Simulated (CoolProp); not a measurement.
Vapour-liquid equilibrium of n-hexane (1) + dimethyl carbonate (2) at 620 kPa; x and y are mole fractions of (1).

The numbers come from the multi-fluid Helmholtz-energy mixture model, Thol 2019 and Zhou 2011; pair parameters Bell 2016 in CoolProp.

```csv
x,bubble temperature (°C),y at the bubble point,dew temperature at overall composition x (°C),liquid density (mol/L)
0.05,153.6,0.154,157.9,9.434
0.125,147.2,0.303,154.8,9.124
0.2,143.1,0.397,151.6,8.801
0.275,140.4,0.462,148.4,8.481
0.35,138.6,0.511,145.1,8.173
0.425,137.3,0.552,141.9,7.881
0.5,136.4,0.590,139.0,7.609
0.575,135.8,0.627,136.7,7.355
0.65,135.5,0.667,135.6,7.120
0.725,135.5,0.713,135.5,6.901
0.8,135.8,0.768,136.2,6.696
0.875,136.8,0.836,137.5,6.502
0.95,138.5,0.924,139.1,6.315
```

y crosses x between x = 0.65 and 0.725: the model has an azeotrope there.

The pair parameters rest on a limited set of measurements; away from them the model extrapolates.
